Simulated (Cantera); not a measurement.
Charge: 1 mol Na2CO3, 2.2 mol CO2, 0.2 mol O2, held at 1.00 bar.

These are equilibrium values from Cantera (NASA tables, ideal gas, pure condensed phases), not measurements of a reactor. Candidate condensed phases: C, Na, NaO2, Na2CO3, Na2O, Na2O2; 16 gas species. Equilibrium is a limit: real reactors are often held back by kinetics, nucleation or transport.

x: gas mole fraction; n: condensed amount in mol.

| T (K) | x CO2 | x Na | x O2 | x NaO | x CO | x O | x Na2O | n Na2CO3(s) | n Na2CO3(l) |
|---|---|---|---|---|---|---|---|---|---|
| 873 | 0.917 | <1e-12 | 0.0833 | <1e-12 | 1.37e-12 | <1e-12 | <1e-12 | 1.00 | 0 |
| 1023 | 0.917 | 1.37e-12 | 0.0833 | <1e-12 | 4.15e-10 | ___ | <1e-12 | 1.00 | 0 |
| 1173 | 0.917 | 1.20e-9 | 0.0833 | 1.52e-10 | 2.89e-8 | ___ | <1e-12 | 0 | 1.00 |
| 1323 | 0.917 | 1.89e-7 | 0.0833 | 1.81e-8 | 7.64e-7 | ___ | 2.61e-12 | 0 | 1.00 |
| 1473 | 0.917 | 1.01e-5 | 0.0833 | 7.78e-7 | 1.03e-5 | ___ | 7.10e-10 | 0 | 1.000 |
| 1623 | 0.916 | 0.000248 | 0.0834 | 1.60e-5 | 8.52e-5 | ___ | 6.34e-8 | 0 | 1.000 |
| 1773 | 0.912 | 0.00344 | 0.0838 | 0.000191 | 0.000488 | ___ | 2.49e-6 | 0 | 0.996 |
| 1923 | 0.878 | 0.0310 | 0.0869 | 0.00155 | 0.00202 | ___ | 5.42e-5 | 0 | 0.958 |
| 2073 | 0.662 | 0.217 | 0.104 | 0.0106 | 0.00489 | ___ | 0.000926 | 0 | 0.543 |
| 2223 | 0.533 | 0.323 | 0.116 | 0.0152 | 0.0110 | ___ | 0.000807 | 0 | 0 |

### Question
Some entries are withheld; supply them.

### Answer

- 1023, x O: 8.99e-11
- 1173, x O: 4.03e-9
- 1323, x O: 7.68e-8
- 1473, x O: 8.06e-7
- 1623, x O: 5.49e-6
- 1773, x O: 2.72e-5
- 1923, x O: 0.000107
- 2073, x O: 0.000371
- 2223, x O: 0.00106
